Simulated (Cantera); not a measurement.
What does this Cantera script print?

```python
import numpy as np
import cantera as ct

gas_names = """
    B BH BH2 BH3 BN B2 H H2 N NH NH2 NH3 N2 N2H2 N2H4
""".split()
cond_names = """
    B(b) B(L) BN(s)
""".split()


def load(file, names, dense=False):
    # The tables refer to 1 bar. Condensed volumes are neglected.
    table = {s.name: s for s in ct.Species.list_from_file(file)}
    out = []
    for n in names:
        d = dict(table[n].input_data)
        d["thermo"] = dict(d["thermo"], **{"reference-pressure": 1e5})
        if dense:
            d["equation-of-state"] = {"model": "constant-volume", "density": "1e6 g/cm^3"}
        out.append(ct.Species.from_dict(d))
    return out


gas = ct.Solution(thermo="ideal-gas", species=load("nasa_gas.yaml", gas_names))
cond = {s.name: ct.Solution(thermo="fixed-stoichiometry", species=[s], name=s.name)
        for s in load("nasa_condensed.yaml", cond_names, dense=True)}
atoms = {
    'B2H6': {'B': 2, 'H': 6},
    'H2': {'H': 2},
    'N2': {'N': 2},
}
top_T = {'BN(s)': 3200}  # K; cautious upper limits of use, not melting points


def equilibrate(T, P, feed):
    n = {}
    for name, mol in feed.items():
        for a, k in atoms[name].items():
            n[a] = n.get(a, 0.0) + k * mol
    gas.TPX = T, P, n
    mass = sum(n.values()) * gas.mean_molecular_weight
    gas.equilibrate("TP")
    valid = [c for c in cond.values() if c.min_temp <= T <= top_T.get(c.name, c.max_temp)]
    mix = ct.Mixture([(gas, mass / gas.mean_molecular_weight)] + [(c, 0.0) for c in valid])
    mix.T, mix.P = T, P
    mix.equilibrate("TP", solver="vcs", rtol=1e-11, max_steps=5000)
    return mix


results = []
T = 2273  # K
P = 3400  # Pa
for m in [19, 27, 35, 43, 51, 59, 67, 75, 82, 90]:
    feed = {'B2H6': 1, 'H2': m, 'N2': 4.7}  # mol
    mix = equilibrate(T, P, feed)
    results.append((T, P, feed, dict(zip(mix.species_names, mix.species_moles))))
    x = sorted(zip(gas.X, gas.species_names), reverse=True)
    print(f"T = {T:g} K  P = {P:g} Pa  n(H2) = {m:g} mol  gas = {mix.phase_moles(0):.4g} mol")
    print("   x: " + "  ".join(f"{s} {v:.3e}" for v, s in x if v > 0.0001))
    print("   condensed (mol): " + ("  ".join(f"{mix.phase(i).name} {mix.phase_moles(i):.4g}"
          for i in range(1, mix.n_phases) if mix.phase_moles(i) > 1e-12) or "none"))
```

It prints:

```
T = 2273 K  P = 3400 Pa  n(H2) = 19 mol  gas = 26.27 mol
   x: H2 8.155e-01  N2 1.417e-01  H 4.114e-02  BH2 1.413e-03  B 1.985e-04
   condensed (mol): BN(s) 1.956
T = 2273 K  P = 3400 Pa  n(H2) = 27 mol  gas = 35.11 mol
   x: H2 8.322e-01  N2 1.244e-01  H 4.156e-02  BH2 1.539e-03  B 2.118e-04
   condensed (mol): B(b) 1.273  BN(s) 0.6642
T = 2273 K  P = 3400 Pa  n(H2) = 35 mol  gas = 43.63 mol
   x: H2 8.485e-01  N2 1.077e-01  H 4.196e-02  BH2 1.569e-03  B 2.118e-04
   condensed (mol): B(b) 1.92
T = 2273 K  P = 3400 Pa  n(H2) = 43 mol  gas = 51.81 mol
   x: H2 8.651e-01  N2 9.071e-02  H 4.237e-02  BH2 1.599e-03  B 2.118e-04
   condensed (mol): B(b) 1.904
T = 2273 K  P = 3400 Pa  n(H2) = 51 mol  gas = 59.99 mol
   x: H2 8.771e-01  N2 7.834e-02  H 4.267e-02  BH2 1.622e-03  B 2.118e-04
   condensed (mol): B(b) 1.887
T = 2273 K  P = 3400 Pa  n(H2) = 59 mol  gas = 68.18 mol
   x: H2 8.863e-01  N2 6.893e-02  H 4.289e-02  BH2 1.639e-03  B 2.118e-04
   condensed (mol): B(b) 1.87
T = 2273 K  P = 3400 Pa  n(H2) = 67 mol  gas = 76.36 mol
   x: H2 8.935e-01  N2 6.155e-02  H 4.306e-02  BH2 1.652e-03  B 2.118e-04
   condensed (mol): B(b) 1.854
T = 2273 K  P = 3400 Pa  n(H2) = 75 mol  gas = 84.55 mol
   x: H2 8.993e-01  N2 5.559e-02  H 4.320e-02  BH2 1.663e-03  B 2.118e-04
   condensed (mol): B(b) 1.837
T = 2273 K  P = 3400 Pa  n(H2) = 82 mol  gas = 91.71 mol
   x: H2 9.035e-01  N2 5.125e-02  H 4.330e-02  BH2 1.671e-03  B 2.118e-04
   condensed (mol): B(b) 1.823
T = 2273 K  P = 3400 Pa  n(H2) = 90 mol  gas = 99.89 mol
   x: H2 9.076e-01  N2 4.705e-02  H 4.340e-02  BH2 1.678e-03  B 2.118e-04
   condensed (mol): B(b) 1.806
```

These are equilibrium values from Cantera (NASA tables, ideal gas, pure condensed phases), not measurements of a reactor. The feed counts by its element totals alone. Mutual solubility and eutectic melting of coexisting phases are not modelled. The tables' values for BH2 are old estimates; treat these amounts as uncertain. Gases not in the tables: B2H6 and higher boranes.
